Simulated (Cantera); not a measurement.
Cantera run:

```python
import numpy as np
import cantera as ct

gas_names = [...]  # 109 gases of nasa_gas.yaml made of C, Cl, H, Si
cond_names = """
    C(gr) C6H6(L) C7H8(L) C8H18(L),n-octa Si(cr) Si(L) SiC(b)
""".split()


# ... load() reads the species with a 1 bar reference pressure and builds the phases ...
atoms = {
    'CH3SiCl3': {'C': 1, 'H': 3, 'Si': 1, 'CL': 3},
    'C3H8': {'C': 3, 'H': 8},
    'H2': {'H': 2},
}
top_T = {'C(gr)': 4500, 'SiC(b)': 3050}  # K; cautious upper limits of use, not melting points


# ... equilibrate(T, P, feed) seeds the gas with the atoms and calls Mixture.equilibrate('TP', solver="vcs", rtol=1e-11, max_steps=5000) ...
results = []
feed = {'CH3SiCl3': 1, 'C3H8': 0.25, 'H2': 9.8}  # mol
T = 2648  # K
P = 34000  # Pa
mix = equilibrate(T, P, feed)
results.append((T, P, feed, dict(zip(mix.species_names, mix.species_moles))))
x = sorted(zip(gas.X, gas.species_names), reverse=True)
print(f"T = {T:g} K  P = {P:g} Pa  gas = {mix.phase_moles(0):.4g} mol")
print("   x: " + "  ".join(f"{s} {v:.3e}" for v, s in x if v > 0.001))
print("   condensed (mol): " + ("  ".join(f"{mix.phase(i).name} {mix.phase_moles(i):.4g}"
      for i in range(1, mix.n_phases) if mix.phase_moles(i) > 1e-12) or "none"))
```

Output:

```
T = 2648 K  P = 34000 Pa  gas = 14.72 mol
   x: H2 7.077e-01  HCL 1.581e-01  H 6.709e-02  SiCL2 1.544e-02  C2H2,acetylene 1.378e-02  Si 1.320e-02  CL 1.047e-02  SiC2 5.107e-03  SiCL 4.027e-03  Si2C 2.698e-03  SiH 1.383e-03
   condensed (mol): C(gr) 0.8075  SiC(b) 0.3324
```

Cantera equilibrium calculation (NASA polynomials, part measured and part estimated; ideal gas, pure solids and liquids). The feed counts by its element totals alone. The tables' values for SiCl, SiCl3 are old estimates; treat these amounts as uncertain. Gases not in the tables: Si2H6 and higher silanes.
